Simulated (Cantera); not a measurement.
A freely propagating, adiabatic, planar premixed flame of 46.3 % H2, 9.26 % O2, 44.4 % N2, unburnt at 523 K and 0.360 bar; mixture-averaged transport, grid criteria slope 0.08 and curve 0.16, no radiation.

Model: the H2/O2 subset of GRI-Mech 3.0, which has no nitrogen chemistry, integrated in Cantera. Burning velocities carry a grid error of a few per cent, more on coarse grids.

Task: Predict: laminar burning velocity; thermal thickness; peak x(H); peak x(O); peak x(HO2); peak x(H2O2).

Result: 
| Quantity | Result |
|---|---|
| laminar burning velocity | 506 cm/s |
| thermal thickness | 1.73 mm |
| peak x(H) | 0.0813 |
| peak x(O) | 0.00221 |
| peak x(HO2) | 0.000113 |
| peak x(H2O2) | 4.77e-6 |
